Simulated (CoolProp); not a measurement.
Ammonia along the isobar 45.6 MPa: Z from the reference equation and from simpler models built on Tc = 405.6 K, pc = 11.36 MPa, ω = 0.256; each cubic takes its own stable root.

Computed with CoolProp (reference Helmholtz-energy equation of state, Gao 2020).

| T (K) | phase | reference |
|---|---|---|
| 366.3 | liquid | 0.4629 |
| 410 | supercritical | 0.4681 |
| 453.7 | supercritical | 0.4987 |
| 497.4 | supercritical | 0.5646 |
| 541.2 | supercritical | 0.6566 |
| 584.9 | supercritical | 0.7450 |
| 628.6 | supercritical | 0.8169 |
| 672.3 | supercritical | 0.8723 |

How far does each simpler model (van der Waals, Redlich-Kwong, Soave-Redlich-Kwong, Peng-Robinson) lie from the reference over these 8 states: mean and median of the absolute difference, and the worst?


- van der Waals: mean 28.6 %, median 21.4 %, worst +69.3 % at 366.3 K and 45.6 MPa
- Redlich-Kwong: mean 13.8 %, median 13.2 %, worst +28.0 % at 366.3 K and 45.6 MPa
- Soave-Redlich-Kwong: mean 21.9 %, median 24.1 %, worst +28.6 % at 453.7 K and 45.6 MPa
- Peng-Robinson: mean 12.7 %, median 13.3 %, worst +17.5 % at 497.4 K and 45.6 MPa
